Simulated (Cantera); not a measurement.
Input (Python, Cantera) and output of one run.

```python
import numpy as np
import cantera as ct

gas_names = """
    N NO NO2 NO3 N2 N2O O O2 O3 Si SiN SiO SiO2 Si2 Si2N Si3
""".split()
cond_names = """
    Si(cr) Si(L) SiO2(Lqz) SiO2(hqz) SiO2(L) Si2N2O(s) Si3N4(a)
""".split()


# ... load() reads the species with a 1 bar reference pressure and builds the phases ...
atoms = {
    'Si3N4': {'Si': 3, 'N': 4},
    'O2': {'O': 2},
    'N2': {'N': 2},
}
top_T = {'Si2N2O(s)': 2100, 'Si3N4(a)': 2400}  # K; cautious upper limits of use, not melting points


# ... equilibrate(T, P, feed) seeds the gas with the atoms and calls Mixture.equilibrate('TP', solver="vcs", rtol=1e-11, max_steps=5000) ...
results = []
feed = {'Si3N4': 1, 'O2': 0.0053, 'N2': 240}  # mol
for P in [0.1, 0.6, 3.6, 22, 130, 770, 4600, 28000, 170000, 1000000]:
    for T in [1098, 1173, 1248, 1323, 1398, 1473, 1548, 1623, 1698]:
        mix = equilibrate(T, P, feed)
        results.append((T, P, feed, dict(zip(mix.species_names, mix.species_moles))))

for T, P, feed, n in results:
    print(f"{T:7g} {P:10.4g}  " + (" + ".join(c for c in cond_names if n.get(c, 0) > 1e-12) or "gas only"))
```

Output:

```
   1098        0.1  Si2N2O(s) + Si3N4(a)
   1173        0.1  Si2N2O(s) + Si3N4(a)
   1248        0.1  Si3N4(a)
   1323        0.1  Si3N4(a)
   1398        0.1  Si(cr)
   1473        0.1  Si(cr)
   1548        0.1  gas only
   1623        0.1  gas only
   1698        0.1  gas only
   1098        0.6  Si2N2O(s) + Si3N4(a)
   1173        0.6  Si2N2O(s) + Si3N4(a)
   1248        0.6  Si2N2O(s) + Si3N4(a)
   1323        0.6  Si3N4(a)
   1398        0.6  Si3N4(a)
   1473        0.6  Si(cr)
   1548        0.6  Si(cr)
   1623        0.6  gas only
   1698        0.6  gas only
   1098        3.6  Si2N2O(s) + Si3N4(a)
   1173        3.6  Si2N2O(s) + Si3N4(a)
   1248        3.6  Si2N2O(s) + Si3N4(a)
   1323        3.6  Si3N4(a)
   1398        3.6  Si3N4(a)
   1473        3.6  Si3N4(a)
   1548        3.6  Si(cr)
   1623        3.6  Si(cr)
   1698        3.6  gas only
   1098         22  Si2N2O(s) + Si3N4(a)
   1173         22  Si2N2O(s) + Si3N4(a)
   1248         22  Si2N2O(s) + Si3N4(a)
   1323         22  Si2N2O(s) + Si3N4(a)
   1398         22  Si3N4(a)
   1473         22  Si3N4(a)
   1548         22  Si3N4(a)
   1623         22  Si(cr)
   1698         22  Si(L)
   1098        130  Si2N2O(s) + Si3N4(a)
   1173        130  Si2N2O(s) + Si3N4(a)
   1248        130  Si2N2O(s) + Si3N4(a)
   1323        130  Si2N2O(s) + Si3N4(a)
   1398        130  Si2N2O(s) + Si3N4(a)
   1473        130  Si3N4(a)
   1548        130  Si3N4(a)
   1623        130  Si3N4(a)
   1698        130  Si(L)
   1098        770  Si2N2O(s) + Si3N4(a)
   1173        770  Si2N2O(s) + Si3N4(a)
   1248        770  Si2N2O(s) + Si3N4(a)
   1323        770  Si2N2O(s) + Si3N4(a)
   1398        770  Si2N2O(s) + Si3N4(a)
   1473        770  Si2N2O(s) + Si3N4(a)
   1548        770  Si3N4(a)
   1623        770  Si3N4(a)
   1698        770  Si3N4(a)
   1098       4600  Si2N2O(s) + Si3N4(a)
   1173       4600  Si2N2O(s) + Si3N4(a)
   1248       4600  Si2N2O(s) + Si3N4(a)
   1323       4600  Si2N2O(s) + Si3N4(a)
   1398       4600  Si2N2O(s) + Si3N4(a)
   1473       4600  Si2N2O(s) + Si3N4(a)
   1548       4600  Si2N2O(s) + Si3N4(a)
   1623       4600  Si3N4(a)
   1698       4600  Si3N4(a)
   1098    2.8e+04  Si2N2O(s) + Si3N4(a)
   1173    2.8e+04  Si2N2O(s) + Si3N4(a)
   1248    2.8e+04  Si2N2O(s) + Si3N4(a)
   1323    2.8e+04  Si2N2O(s) + Si3N4(a)
   1398    2.8e+04  Si2N2O(s) + Si3N4(a)
   1473    2.8e+04  Si2N2O(s) + Si3N4(a)
   1548    2.8e+04  Si2N2O(s) + Si3N4(a)
   1623    2.8e+04  Si2N2O(s) + Si3N4(a)
   1698    2.8e+04  Si2N2O(s) + Si3N4(a)
   1098    1.7e+05  Si2N2O(s) + Si3N4(a)
   1173    1.7e+05  Si2N2O(s) + Si3N4(a)
   1248    1.7e+05  Si2N2O(s) + Si3N4(a)
   1323    1.7e+05  Si2N2O(s) + Si3N4(a)
   1398    1.7e+05  Si2N2O(s) + Si3N4(a)
   1473    1.7e+05  Si2N2O(s) + Si3N4(a)
   1548    1.7e+05  Si2N2O(s) + Si3N4(a)
   1623    1.7e+05  Si2N2O(s) + Si3N4(a)
   1698    1.7e+05  Si2N2O(s) + Si3N4(a)
   1098      1e+06  Si2N2O(s) + Si3N4(a)
   1173      1e+06  Si2N2O(s) + Si3N4(a)
   1248      1e+06  Si2N2O(s) + Si3N4(a)
   1323      1e+06  Si2N2O(s) + Si3N4(a)
   1398      1e+06  Si2N2O(s) + Si3N4(a)
   1473      1e+06  Si2N2O(s) + Si3N4(a)
   1548      1e+06  Si2N2O(s) + Si3N4(a)
   1623      1e+06  Si2N2O(s) + Si3N4(a)
   1698      1e+06  Si2N2O(s) + Si3N4(a)
```

Method: chemical equilibrium by Gibbs-energy minimisation in Cantera with the NASA 1993 tables (ideal gas, pure condensed phases). Mutual solubility and eutectic melting of coexisting phases are not modelled.
